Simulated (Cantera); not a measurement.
Standard-state values (1 bar) from the NASA 1993 polynomials, evaluated with Cantera. Values are per mole of reaction as written; species without (g) are pure solids or liquids, kept so even where they would boil at 1 bar. ZrN: taken at fixed stoichiometry.

3 N(g) + ZrO2(g) = ZrN + 2 NO(g)

| T (K) | ΔH° (kJ) | ΔS° (J/K) | ΔG° (kJ) | log10 K |
|---|---|---|---|---|
| 2125 | (withheld) | (withheld) | (withheld) | (withheld) |
| 2225 | (withheld) | (withheld) | (withheld) | (withheld) |
| 2325 | (withheld) | (withheld) | (withheld) | (withheld) |
| 2425 | (withheld) | (withheld) | (withheld) | (withheld) |
| 2525 | -1300.3 | -269.8 | -619.2 | 12.81 |
| 2625 | -1298.4 | -269.0 | -592.2 | 11.78 |

Some entries are withheld; supply them.


- 2125, ΔH° (kJ): -1307.0
- 2125, ΔS° (J/K): -272.6
- 2125, ΔG° (kJ): -727.6
- 2125, log10 K: 17.89
- 2225, ΔH° (kJ): -1305.4
- 2225, ΔS° (J/K): -271.9
- 2225, ΔG° (kJ): -700.4
- 2225, log10 K: 16.44
- 2325, ΔH° (kJ): -1303.8
- 2325, ΔS° (J/K): -271.2
- 2325, ΔG° (kJ): -673.3
- 2325, log10 K: 15.13
- 2425, ΔH° (kJ): -1302.1
- 2425, ΔS° (J/K): -270.5
- 2425, ΔG° (kJ): -646.2
- 2425, log10 K: 13.92
